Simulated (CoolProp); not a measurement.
Vapour pressure (bar) of n-perfluorohexane: the reference equation beside estimates from Tc = 174.9 °C, pc = 17.42 bar, ω = 0.497. Clausius-Clapeyron is anchored at -45.85 °C with a constant enthalpy of vaporisation of 37.42 kJ/mol.

Model: reference Helmholtz-energy equation of state, Gao 2022, in CoolProp.

| T (°C) | reference | Lee-Kesler | Clausius-Clapeyron | Redlich-Kwong | Soave-Redlich-Kwong | Peng-Robinson |
|---|---|---|---|---|---|---|
| -68.65 | 0.0003741 | 0.0004072 | 0.0003975 | 0.01013 | 0.0004133 | 0.0005018 |
| -64.05 | 0.0006212 | 0.0006663 | 0.0006450 | ___ | 0.0006763 | 0.0008084 |
| -59.55 | 0.0009940 | 0.001053 | 0.001015 | 0.01984 | 0.001069 | 0.001259 |
| -54.95 | 0.001568 | 0.001643 | ___ | 0.02713 | 0.001666 | ___ |
| -50.45 | 0.002395 | 0.002485 | 0.002401 | 0.03627 | 0.002520 | 0.002893 |
| -45.85 | 0.003614 | 0.003719 | 0.003614 | 0.04806 | 0.003768 | 0.004276 |
| -41.35 | 0.005299 | ___ | 0.005307 | 0.06244 | 0.005484 | 0.006156 |
| -36.75 | 0.007690 | 0.007815 | 0.007743 | 0.08054 | 0.007904 | 0.008783 |
| -32.25 | 0.01088 | 0.01100 | ___ | 0.1021 | 0.01112 | 0.01224 |
| -27.65 | 0.01526 | 0.01537 | 0.01568 | 0.1286 | 0.01552 | 0.01693 |
| -23.15 | 0.02093 | 0.02101 | 0.02181 | 0.1596 | 0.02119 | 0.02293 |
| -18.55 | 0.02848 | 0.02852 | 0.03019 | 0.1970 | 0.02873 | 0.03085 |
| -14.05 | 0.03799 | 0.03797 | 0.04104 | 0.2398 | 0.03821 | 0.04074 |
| -9.45 | 0.05035 | ___ | 0.05556 | 0.2908 | 0.05051 | 0.05350 |

### Question
Fill in the missing entries.

### Answer

- -64.05, Redlich-Kwong: 0.01436
- -54.95, Clausius-Clapeyron: 0.001583
- -54.95, Peng-Robinson: 0.001937
- -41.35, Lee-Kesler: 0.005417
- -32.25, Clausius-Clapeyron: 0.01105
- -9.45, Lee-Kesler: 0.05024

Absolute difference from the reference over all 14 rows, mean and median: Lee-Kesler 2.9 and 1.9 %, Clausius-Clapeyron 3.4 and 2.4 %, Redlich-Kwong 1204.3 and 1012.8 %, Soave-Redlich-Kwong 4.0 and 3.1 %, Peng-Robinson 17.1 and 15.2 %.
